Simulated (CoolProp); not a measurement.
Values from CoolProp's reference Helmholtz-energy equation of state, Aleksandrov 2011. It is a short technical equation, of lower accuracy than the large ones.

### Question
Give the vapour pressure (bar), liquid density (kg/m³), vapour density (kg/m³), enthalpy of vaporisation (kJ/kg) of saturated n-undecane at 563.2 K.

### Answer
```csv
T (K),p (bar),liquid density (kg/m³),vapour density (kg/m³),enthalpy of vaporisation (kJ/kg)
563.2,6.56,497,29.3,192
```
